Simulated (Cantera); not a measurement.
## Premixed flame

A freely propagating, adiabatic, planar premixed flame of CH4 : H2 : O2 : N2 = 1 : 1.4 : 1.93 : 7.33 (molar parts), unburnt at 573 K and 4.90 bar; mixture-averaged transport, grid criteria slope 0.08 and curve 0.16, no radiation.

Cantera simulation using GRI-Mech 3.0 (53 species, 325 reactions); the numbers are that mechanism's predictions, not measurements. Burning velocities carry a grid error of a few per cent, more on coarse grids.

```json
[
 {"z (mm)": "-0.330", "T (K)": "574", "u (m/s)": "0.753", "x CH4": "0.0859", "x H2": "0.118", "x O2": "0.166", "x HCO": "<1e-8", "x OH": "<1e-8", "x CO2": "1.25e-7"},
 {"z (mm)": "-0.220", "T (K)": "579", "u (m/s)": "0.758", "x CH4": "0.0861", "x H2": "0.115", "x O2": "0.166", "x HCO": "<1e-8", "x OH": "<1e-8", "x CO2": "2.45e-6"},
 {"z (mm)": "-0.165", "T (K)": "599", "u (m/s)": "0.780", "x CH4": "0.0858", "x H2": "0.111", "x O2": "0.166", "x HCO": "<1e-8", "x OH": "<1e-8", "x CO2": "1.99e-5"},
 {"z (mm)": "-0.110", "T (K)": "704", "u (m/s)": "0.913", "x CH4": "0.0818", "x H2": "0.102", "x O2": "0.162", "x HCO": "<1e-8", "x OH": "7.66e-8", "x CO2": "0.000251"},
 {"z (mm)": "-0.0550", "T (K)": "1158", "u (m/s)": "1.51", "x CH4": "0.0588", "x H2": "0.0891", "x O2": "0.126", "x HCO": "7.31e-7", "x OH": "1.84e-5", "x CO2": "0.00281"},
 {"z (mm)": "-0.0275", "T (K)": "1564", "u (m/s)": "2.05", "x CH4": "0.0350", "x H2": "0.0823", "x O2": "0.0839", "x HCO": "9.20e-6", "x OH": "0.000142", "x CO2": "0.00697"},
 {"z (mm)": "0", "T (K)": "1930", "u (m/s)": "2.55", "x CH4": "0.0125", "x H2": "0.0759", "x O2": "0.0391", "x HCO": "1.81e-5", "x OH": "0.000721", "x CO2": "0.0133"},
 {"z (mm)": "0.0275", "T (K)": "2120", "u (m/s)": "2.81", "x CH4": "0.00304", "x H2": "0.0715", "x O2": "0.0133", "x HCO": "1.11e-5", "x OH": "0.00157", "x CO2": "0.0192"},
 {"z (mm)": "0.0550", "T (K)": "2189", "u (m/s)": "2.91", "x CH4": "0.000796", "x H2": "0.0703", "x O2": "0.00410", "x HCO": "4.08e-6", "x OH": "0.00191", "x CO2": "0.0234"},
 {"z (mm)": "0.110", "T (K)": "2227", "u (m/s)": "2.95", "x CH4": "0.000105", "x H2": "0.0711", "x O2": "0.000501", "x HCO": "6.90e-7", "x OH": "0.00179", "x CO2": "0.0275"},
 {"z (mm)": "0.220", "T (K)": "2245", "u (m/s)": "2.97", "x CH4": "8.72e-6", "x H2": "0.0724", "x O2": "6.45e-5", "x HCO": "1.97e-7", "x OH": "0.00137", "x CO2": "0.0294"},
 {"z (mm)": "0.440", "T (K)": "2258", "u (m/s)": "2.99", "x CH4": "6.71e-7", "x H2": "0.0730", "x O2": "2.53e-5", "x HCO": "1.19e-7", "x OH": "0.000948", "x CO2": "0.0297"},
 {"z (mm)": "0.880", "T (K)": "2266", "u (m/s)": "3.00", "x CH4": "5.77e-8", "x H2": "0.0732", "x O2": "1.10e-5", "x HCO": "7.93e-8", "x OH": "0.000639", "x CO2": "0.0296"}
]
```
x: mole fraction of selected species; z is measured from the peak of heat release.

| Item | Value |
|---|---|
| laminar burning velocity | 75.4 cm/s |
| thermal thickness | 0.110 mm |
| peak x(HCO) | 1.81e-5 |
| peak x(OH) | 0.00193 |
| grid points | 148 |
